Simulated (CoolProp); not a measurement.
Vapour-liquid equilibrium of carbon dioxide (1) + n-pentane (2) at 262.4 K; x and y are mole fractions of (1).

Computed with CoolProp (multi-fluid Helmholtz-energy mixture model, Span 1996 and Thol 2019; pair parameters Kunz 2012).

```
x     bubble pressure, mixture model (MPa)  bubble pressure, Raoult's law (MPa)  y, mixture model  y, Raoult's law
----  ------------------------------------  -----------------------------------  ----------------  ---------------
0.05                                0.1855                               0.1435             0.920            0.903
0.15                                0.5600                               0.4013             0.973            0.969
0.25                                0.9241                               0.6591             0.983            0.983
0.35                                 1.231                               0.9169             0.987            0.990
0.45                                 1.467                                1.175             0.989            0.993
0.55                                 1.646                                1.432             0.991            0.995
0.65                                 1.797                                1.690             0.992            0.997
0.75                                 1.956                                1.948             0.993            0.998
0.85                                 2.156                                2.206             0.995            0.999
0.95                                 2.426                                2.464             0.998            1.000
```

The largest gap from Raoult's law is +40.2 % in bubble pressure, at x = 0.25. No azeotrope shows between x = 0.05 and 0.95.

Pair parameters are fitted to limited data, so mixtures are less certain than the pure fluids. The gap from Raoult's law changes sign with composition, which may be real or a fault of the pair parameters; it wasn't checked against measurements.
